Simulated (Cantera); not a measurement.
Feed: 1 mol Si₂H₆, 33 mol N₂, held at 1025 °C and 480 Torr.

Cantera equilibrium calculation (NASA polynomials, part measured and part estimated; ideal gas, pure solids and liquids). Candidate condensed phases: Si, Si₃N₄; 18 gas species. The feed counts by its element totals alone. N₂ is the only nitrogen source here; it is nearly inert below about 1500 K, so the nitride shown seldom forms there in practice. The numbers say what is thermodynamically allowed, not how fast it happens.

Problem. What is the equilibrium state?

Solution. 
| Item | Value |
|---|---|
| x(N₂) | 0.913 |
| x(H₂) | 0.0865 |
| x(NH₃) | 1.95e-6 |
| n(Si₃N₄(s)) | 0.667 mol |
| gas amount | 34.67 mol |
| log10 activity of Si(s) (absent) | -4.06 |
